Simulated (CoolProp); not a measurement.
Tetradecamethylhexasiloxane (MD4M) along the isotherm 620 K: fugacity coefficient from the reference equation and from simpler models built on Tc = 653.2 K, pc = 0.8286 MPa, ω = 0.800; each cubic takes its own stable root.

The numbers come from the reference Helmholtz-energy equation of state, Thol 2019 in CoolProp.

```
p (MPa)   phase  reference  van der Waals  Redlich-Kwong  Peng-Robinson
-------  ------  ---------  -------------  -------------  -------------
0.188       gas     0.8910         0.9240         0.9114         0.8970
0.377       gas     0.7843         0.8475         0.8239         0.7968
0.565    liquid     0.6409         0.7693         0.7359         0.6611
0.753    liquid     0.4975         0.6598         0.6006         0.5141
0.942    liquid     0.4112         0.5578         0.5014         0.4255
1.13     liquid     0.3542         0.4902         0.4355         0.3669
1.32     liquid     0.3133         0.4418         0.3881         0.3248
1.51     liquid     0.2828         0.4061         0.3528         0.2934
1.69     liquid     0.2605         0.3801         0.3269         0.2703
1.88     liquid     0.2417         0.3586         0.3051         0.2508
2.07     liquid     0.2265         0.3414         0.2875         0.2350
```

At some of these states van der Waals, Redlich-Kwong gives the other phase, because its saturation line lies elsewhere.
